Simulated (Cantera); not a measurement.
Feed: 1 mol Al(CH3)3, a varied amount of O2, 810 mol N2, held at 1402 °C and 0.133 bar.

Equilibrium computed with Cantera from the NASA thermochemical tables; the gas is ideal and each condensed phase is pure. Candidate condensed phases: Al, AlN, Al2O3, C, C6H6, C7H8, C8H18, H2O; 148 gas species. The feed counts by its element totals alone. Mutual solubility and eutectic melting of coexisting phases are not modelled. The numbers say what is thermodynamically allowed, not how fast it happens.

Q: Which condensed phases are stable at each of these points (n(O2) (mol)): 1.5, 2, 2.7, 3.6, 4.8, 6.5, 8.7, 12, 16, 21, 28?

A: 
```tsv
n(O2) (mol)	condensed phases	Al condensed (%)
1.5	AlN(s) + Al2O3(s)	100.0
2	AlN(s) + Al2O3(s)	100.0
2.7	Al2O3(s)	100.0
3.6	Al2O3(s)	100.0
4.8	Al2O3(s)	100.0
6.5	Al2O3(s)	100.0
8.7	Al2O3(s)	100.0
12	Al2O3(s)	100.0
16	Al2O3(s)	100.0
21	Al2O3(s)	100.0
28	Al2O3(s)	100.0
```

From 1.5 mol O2 to 2 mol O2 the condensed part is AlN(s) + Al2O3(s). From 2.7 mol O2 to 28 mol O2 the condensed part is Al2O3(s).
